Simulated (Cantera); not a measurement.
Charge: 1 mol AlN, 0.18 mol H2O, 1.3 mol H2, held at 825 K and 5.60 bar.

Method: chemical equilibrium by Gibbs-energy minimisation in Cantera with the NASA 1993 tables (ideal gas, pure condensed phases). Candidate condensed phases: Al, AlN, Al2O3, H2O; 35 gas species. Equilibrium is a limit: real reactors are often held back by kinetics, nucleation or transport.

Base state: H2 0.960, N2 0.0379, NH3 0.00240 (mole fractions); condensed: AlN(s) + Al2O3(s).

Task: What changes in the equilibrium state with this change: pressure from 5.60 bar to 2.30 bar?

Result: 
```csv
species,before,after
H2,0.960,0.961
N2,0.0379,0.0385
NH3,0.00240,0.000994
"AlN(s), mol",0.880,0.880
"Al2O3(s), mol",0.0600,0.0600
```
